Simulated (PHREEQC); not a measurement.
Solution (8.2 °C): 63 mmol/kgw NaBr, 2.6 mmol/kgw MnCl2 and 0.86 mmol/kgw NaCl. Closed to the air; pH follows from the charge balance.

Computed with PHREEQC (ion-association model, phreeqc.dat).

```
Property                       Value
--------------------  --------------
pH                              7.00
ionic strength        0.0716 mol/kgw
specific conductance      4780 µS/cm
density                  1.005 g/cm³
```

| species | molality | activity | log γ |
|---|---|---|---|
| Na+ | 0.0639 | 0.0517 | -0.092 |
| Br- | 0.0630 | 0.0494 | -0.105 |
| Cl- | 0.00603 | 0.00479 | -0.100 |
| Mn+2 | 0.00257 | 0.00115 | -0.349 |
| MnCl+ | 2.78e-5 | 2.25e-5 | -0.093 |
| H+ | 1.18e-7 | 9.94e-8 | -0.074 |
| MnOH+ | 8.62e-8 | 6.96e-8 | -0.093 |
| MnCl2 | 4.63e-8 | 4.71e-8 | 0.007 |
| OH- | 3.18e-8 | 2.51e-8 | -0.102 |

No solid was allowed to form. At this temperature some constants are extrapolated from 25 °C, and those without enthalpy data are left unchanged.
